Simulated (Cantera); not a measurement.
Cantera run, input and output.

```python
import numpy as np
import cantera as ct

gas = ct.Solution("gri30.yaml")


def delay(T, t_max=10):
    gas.TPX = T, 150000, {'C3H8': 1, 'O2': 3.85, 'N2': 14.5, 'H2O': 5.2, 'CO2': 1.1}
    reactor = ct.IdealGasReactor(gas, clone=False)
    net = ct.ReactorNet([reactor])
    net.rtol, net.atol = 1e-8, 1e-16
    while net.time < t_max:
        t_old, T_old = net.time, reactor.T
        net.step()
        if reactor.T > T + 400:  # ignition: a rise of 400 K
            return t_old + (T + 400 - T_old) / (reactor.T - T_old) * (net.time - t_old)
    return np.nan


taus = []
for T in [1025, 1075, 1125, 1175, 1225, 1275, 1325]:
    taus.append(delay(T))
    print(f"T0 = {T:6g} K   tau = {taus[-1]:.4e} s")
```

Output:

```
T0 =   1025 K   tau = 2.8994e-01 s
T0 =   1075 K   tau = 9.3829e-02 s
T0 =   1125 K   tau = 3.0991e-02 s
T0 =   1175 K   tau = 1.0756e-02 s
T0 =   1225 K   tau = 4.0097e-03 s
T0 =   1275 K   tau = 1.6237e-03 s
T0 =   1325 K   tau = 7.1610e-04 s
```

Cantera simulation using GRI-Mech 3.0 (53 species, 325 reactions); the numbers are that mechanism's predictions, not measurements. GRI-Mech 3.0 was tuned for natural gas; its chemistry of propane as a main component is partial and can be far from experiment.
